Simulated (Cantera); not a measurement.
Input: 1 mol LiCl, 1.9 mol O2, 1.6 mol H2, 0.02 mol HCl, equilibrated at 1523 K and 7.80e-5 bar.

Cantera equilibrium calculation (NASA polynomials, part measured and part estimated; ideal gas, pure solids and liquids). Candidate condensed phases: H2O, Li, LiCl, LiH, LiOH, Li2O; 25 gas species. Rates play no part.

Base state: H2O 0.425, O2 0.294, LiCl 0.265, HCl 0.00760, LiOH 0.00327, OH 0.00228, Cl 0.00106, O 0.000339 (mole fractions); condensed: gas only.

What changes in the equilibrium state with this change: LiCl replaced by MgCl2?


| species | before | after |
|---|---|---|
| HCl | 0.00760 | 0.434 |
| O2 | 0.294 | 0.267 |
| H2O | 0.425 | 0.206 |
| LiCl | 0.265 | 0 |
| Cl | 0.00106 | 0.0849 |
| MgCl2 | 0 | 0.00610 |
| LiOH | 0.00327 | 0 |
| Li | 1.78e-5 | 0 |
| Cl2 | 1.89e-8 | 0.000121 |
| H2 | 0.000227 | 0.000115 |
| OH | 0.00228 | 0.00154 |
| MgO(s), mol | 0 | 0.977 |
Further candidate phases: Mg, MgCl2, MgO, Mg(OH)2.
